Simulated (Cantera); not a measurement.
Fe(CO)5 + CO + N2 (iron carbonyl, mercury and lead vapours)

Input: 1 mol Fe(CO)5, 6.3 mol CO, 0.11 mol N2, held at 0.0133 bar.

These are equilibrium values from Cantera (NASA tables, ideal gas, pure condensed phases), not measurements of a reactor. Candidate condensed phases: C, Fe, Fe(CO)5, FeO, Fe2O3, Fe3O4; 27 gas species. Condensed phases not in the tables: cementite and carbon dissolved in iron. Equilibrium is a limit: real reactors are often held back by kinetics, nucleation or transport.

| T (°C) | x CO | x CO2 | x N2 | x Fe | n C(graphite) | n Fe(α) | n Fe(γ) |
|---|---|---|---|---|---|---|---|
| 602 | 0.879 | 0.111 | 0.0107 | <1e-12 | 1.14 | 1.00 | 0 |
| 652 | 0.954 | 0.0364 | 0.00999 | <1e-12 | 0.401 | 1.00 | 0 |
| 702 | 0.978 | 0.0122 | 0.00976 | <1e-12 | 0.138 | 1.00 | 0 |
| 752 | 0.986 | 0.00446 | 0.00968 | 3.69e-12 | 0.0506 | 1.00 | 0 |
| 802 | 0.989 | 0.00177 | 0.00966 | 3.38e-11 | 0.0202 | 1.00 | 0 |
| 852 | 0.990 | 0.000763 | 0.00965 | 2.52e-10 | 0.00870 | 1.00 | 0 |
| 902 | 0.990 | 0.000354 | 0.00964 | 1.58e-9 | 0.00404 | 1.00 | 0 |
| 952 | 0.990 | 0.000175 | 0.00964 | 8.46e-9 | 0.00200 | 0 | 1.00 |
| 1002 | 0.990 | 9.17e-5 | 0.00964 | 3.96e-8 | 0 | 0 | 1.00 |
| 1052 | 0.990 | 5.05e-5 | 0.00964 | 1.65e-7 | 0 | 0 | 1.000 |
| 1102 | 0.990 | 2.91e-5 | 0.00964 | 6.16e-7 | 0 | 0 | 1.000 |
| 1152 | 0.990 | 1.75e-5 | 0.00964 | 2.10e-6 | 0 | 0 | 1.000 |
| 1202 | 0.990 | 1.09e-5 | 0.00964 | 6.55e-6 | 0 | 0 | 1.000 |
x: gas mole fraction; n: condensed amount in mol.

From 602 °C to 902 °C the condensed part is C(graphite) + Fe(α). At 952 °C the condensed part is C(graphite) + Fe(γ). From 1002 °C to 1202 °C the condensed part is Fe(γ).
